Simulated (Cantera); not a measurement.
Feed: 1 mol FeS2, 5.7 mol H2, held at 1748.15 K and 1.00 Torr.

Equilibrium computed with Cantera from the NASA thermochemical tables; the gas is ideal and each condensed phase is pure. Candidate condensed phases: Fe, FeS, FeS2, S; 8 gas species. The numbers say what is thermodynamically allowed, not how fast it happens.

Base state: H2 0.820, S2 0.132, H2S 0.0141, SH 0.0124, Fe 0.0102, H 0.00568, S 0.00481 (mole fractions); condensed: Fe(δ).

Problem. What changes in the equilibrium state with this change: temperature from 1748.15 K to 923 K?

Solution. 
| species | before | after |
|---|---|---|
| H2 | 0.820 | 0.825 |
| H2S | 0.0141 | 0.175 |
| S2 | 0.132 | 0.000301 |
| SH | 0.0124 | 6.11e-6 |
| Fe | 0.0102 | <1e-9 |
| S | 0.00481 | <1e-9 |
| H | 0.00568 | 6.08e-9 |
| Fe(δ), mol | 0.931 | 0 |
| FeS(s), mol | 0 | 1.00 |
FeS: taken at fixed stoichiometry. Gases not in the tables: S3 to S7.

Problem. What changes in the equilibrium state with this change: 0.074 mol O2 added?

Solution. 
```csv
species,before,after
H2,0.820,0.800
S2,0.132,0.132
H2O,0,0.0208
SO,0,0.000908
H2S,0.0141,0.0137
SH,0.0124,0.0122
Fe,0.0102,0.0102
SO2,0,7.10e-5
S2O,0,1.68e-5
H,0.00568,0.00560
S,0.00481,0.00480
"Fe(δ), mol",0.931,0.931
```
Further candidate phases: FeO, Fe(OH)2, Fe(OH)3, FeSO4, Fe2O3, Fe2(SO4)3, Fe3O4, H2O, H2SO4.
